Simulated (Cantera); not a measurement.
An adiabatic, constant-volume homogeneous reactor starts with 20.5 % CO, 0.716 % H₂, 16.0 % O₂, 60.3 % N₂, 2.45 % CO₂, equivalence ratio 0.66, at 1623 K and 10.0 bar.

Cantera simulation using GRI-Mech 3.0 (53 species, 325 reactions); the numbers are that mechanism's predictions, not measurements. The hydrogen kinetics of GRI-Mech 3.0 are dated; newer H2 mechanisms differ, most at raised pressure.

Q: Predict: time of steepest temperature rise; temperature at 1.00 s; equilibrium temperature; x(CO) at 1.00 s; x(H₂) at 1.00 s; x(O₂) at 1.00 s; x(NO) at 1.00 s; x(N₂O) at 1.00 s; x(HO₂) at 1.00 s.

A: 
```
Item                                                                   Value
---------------------------------  -----------------------------------------
time of steepest temperature rise                                    8.75 µs
temperature at 1.00 s                                                 2953 K
equilibrium temperature                                               2953 K
x(CO) at 1.00 s                        0.0514 (gas-phase equilibrium 0.0514)
x(H₂) at 1.00 s                    0.000188 (gas-phase equilibrium 0.000188)
x(O₂) at 1.00 s                        0.0691 (gas-phase equilibrium 0.0691)
x(NO) at 1.00 s                        0.0234 (gas-phase equilibrium 0.0234)
x(N₂O) at 1.00 s                     4.89e-6 (gas-phase equilibrium 4.89e-6)
x(HO₂) at 1.00 s                     7.85e-6 (gas-phase equilibrium 7.85e-6)
```
